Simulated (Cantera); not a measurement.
Feed: 1 mol PbO, a varied amount of CO, 20 mol N₂, equilibrated at 1000 K and 0.975 Torr.

Method: chemical equilibrium by Gibbs-energy minimisation in Cantera with the NASA 1993 tables (ideal gas, pure condensed phases). Candidate condensed phases: C, Pb, PbO, PbO₂, Pb₃O₄; 27 gas species. Equilibrium is a limit: real reactors are often held back by kinetics, nucleation or transport.

**Question.** Which condensed phases are stable at each of these points (n(CO) (mol)): 0.13, 0.15, 0.17, 0.2, 0.23, 0.26, 0.3, 0.35, 0.4, 0.45, 0.52, 0.59?

**Answer.** 
| n(CO) (mol) | condensed phases | Pb condensed (%) |
|---|---|---|
| 0.13 | PbO(yellow) | 86.5 |
| 0.15 | PbO(yellow) | 84.5 |
| 0.17 | PbO(yellow) | 82.5 |
| 0.2 | PbO(yellow) | 79.5 |
| 0.23 | PbO(yellow) | 76.5 |
| 0.26 | Pb(l) + PbO(yellow) | 74.0 |
| 0.3 | Pb(l) + PbO(yellow) | 73.9 |
| 0.35 | Pb(l) + PbO(yellow) | 73.8 |
| 0.4 | Pb(l) + PbO(yellow) | 73.8 |
| 0.45 | Pb(l) + PbO(yellow) | 73.7 |
| 0.52 | Pb(l) + PbO(yellow) | 73.6 |
| 0.59 | Pb(l) + PbO(yellow) | 73.5 |

From 0.13 mol CO to 0.23 mol CO the condensed part is PbO(yellow). From 0.26 mol CO to 0.59 mol CO the condensed part is Pb(l) + PbO(yellow).
